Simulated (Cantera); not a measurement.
Charge: 1 mol SrCl2, 4.6 mol H2, 4 mol N2, at 1648 K and 0.00133 bar.

Cantera equilibrium calculation (NASA polynomials, part measured and part estimated; ideal gas, pure solids and liquids). Candidate condensed phases: NH4Cl, Sr, SrCl2; 15 gas species. The numbers say what is thermodynamically allowed, not how fast it happens.

Base state: H2 0.475, N2 0.416, SrCl2 0.101, HCl 0.00334, SrCl 0.00244, H 0.00168, Sr 0.000454 (mole fractions); condensed: gas only.

**Question.** What changes in the equilibrium state with this change: temperature from 1648 K to 1748.15 K?

**Answer.** 
```json
[
 {"species": "H2", "before": "0.475", "after": "0.472"},
 {"species": "N2", "before": "0.416", "after": "0.415"},
 {"species": "SrCl2", "before": "0.101", "after": "0.0988"},
 {"species": "H", "before": "0.00168", "after": "0.00430"},
 {"species": "HCl", "before": "0.00334", "after": "0.00579"},
 {"species": "Cl", "before": "9.27e-6", "after": "4.08e-5"},
 {"species": "Sr", "before": "0.000454", "after": "0.000949"},
 {"species": "SrCl", "before": "0.00244", "after": "0.00394"}
]
```

**Question.** What changes in the equilibrium state with this change: 1.2 mol O2 added?

**Answer.** 
```json
[
 {"species": "N2", "before": "0.416", "after": "0.416"},
 {"species": "H2O", "before": "0", "after": "0.232"},
 {"species": "H2", "before": "0.475", "after": "0.228"},
 {"species": "HCl", "before": "0.00334", "after": "0.0353"},
 {"species": "SrCl2", "before": "0.101", "after": "0.0863"},
 {"species": "OH", "before": "0", "after": "5.32e-5"},
 {"species": "Sr", "before": "0.000454", "after": "1.67e-6"},
 {"species": "SrCl", "before": "0.00244", "after": "0.000137"},
 {"species": "Cl", "before": "9.27e-6", "after": "0.000141"},
 {"species": "H", "before": "0.00168", "after": "0.00117"},
 {"species": "SrO(s), mol", "before": "0", "after": "0.170"}
]
```
Condensed phases not in the tables: oxide chlorides. Further candidate phases: H2O, SrO, Sr(OH)2.
